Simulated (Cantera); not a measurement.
Input: 1 mol Al, 2.9 mol H₂O, 0.16 mol N₂, equilibrated at 552 °C and 8.70 bar.

Cantera equilibrium calculation (NASA polynomials, part measured and part estimated; ideal gas, pure solids and liquids). Candidate condensed phases: Al, AlN, Al₂O₃, H₂O; 35 gas species. Equilibrium is a limit: real reactors are often held back by kinetics, nucleation or transport.

Base state: H₂ 0.489, H₂O 0.458, N₂ 0.0516, NH₃ 0.00158 (mole fractions); condensed: Al₂O₃(s).

**Question.** What changes in the equilibrium state with this change: H₂O from 2.9 to 0.013 mol?

**Answer.** 
```tsv
species	before	after
H₂	0.489	1.00
H₂O	0.458	<1e-9
N₂	0.0516	<1e-9
NH₃	0.00158	<1e-9
Al₂O₃(s), mol	0.500	0.00433
Al(s), mol	0	0.671
AlN(s), mol	0	0.320
```

**Question.** What changes in the equilibrium state with this change: Al replaced by Fe₃O₄?

**Answer.** 
```
species         before    after
-------------  -------  -------
H₂O              0.458    0.948
N₂              0.0516   0.0523
H₂               0.489  1.29e-5
NH₃            0.00158    <1e-9
Al₂O₃(s), mol    0.500        0
Fe₃O₄(s), mol        0    1.000
```
Further candidate phases: Fe, FeO, Fe(OH)₂, Fe(OH)₃, Fe₂O₃, Fe₃O₄.
